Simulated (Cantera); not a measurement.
An isothermal plug-flow reactor at 998 K and 58000 Pa (inlet), inlet velocity 0.64 m/s, active area per volume 460 1/m; feed CH4 : O2 : N2 = 0.0048 : 0.02 : 0.79 (molar parts), equivalence ratio 0.48.

Cantera simulation using Deutschmann's 1995 Pt surface mechanism with GRI-Mech 3.0 gas chemistry; the numbers are that mechanism's predictions, not measurements. Catalytic surfaces can have several steady states; this one follows from the mechanism file's or the stated starting coverage. Mass transfer to the wall is taken as infinitely fast.

Q: What does this change do: CH4 0.0048 to 0.0027 parts?

A: 
```csv
quantity,before,after
x(CH4) at z = 0.0044 m,0.00307,0.00179
x(O2) at z = 0.0044 m,0.0189,0.0215
x(H2O) at z = 0.0044 m,0.00564,0.00307
x(CO2) at z = 0.0044 m,0.00282,0.00153
x(CO) at z = 0.0044 m,2.12e-6,1.20e-6
θ(free Pt) at the exit,0.324,0.313
θ(O*) at the exit,0.675,0.686
```

Q: What does this change do: inlet velocity 0.64 to 0.28 m/s?

A: 
```json
[
 {"quantity": "x(CH4) at z = 0.0044 m", "before": "0.00307", "after": "0.00123"},
 {"quantity": "x(O2) at z = 0.0044 m", "before": "0.0189", "after": "0.0152"},
 {"quantity": "x(H2O) at z = 0.0044 m", "before": "0.00564", "after": "0.00931"},
 {"quantity": "x(CO2) at z = 0.0044 m", "before": "0.00282", "after": "0.00465"},
 {"quantity": "x(CO) at z = 0.0044 m", "before": "2.12e-6", "after": "8.72e-7"},
 {"quantity": "θ(free Pt) at the exit", "before": "0.324", "after": "0.334"},
 {"quantity": "θ(O*) at the exit", "before": "0.675", "after": "0.664"},
 {"quantity": "θ(OH*) at the exit", "before": "0.00122", "after": "0.00157"}
]
```
